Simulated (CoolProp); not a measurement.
Model: reference Helmholtz-energy equation of state, Lemmon 2006, in CoolProp. It is a short technical equation, of lower accuracy than the large ones.

For carbon monoxide, give the phase and the cp (kJ/(kg K)), speed of sound (m/s) at 157 K and 0.236 MPa.


- 157 K and 0.236 MPa: gas; cp 1.06, speed of sound 254
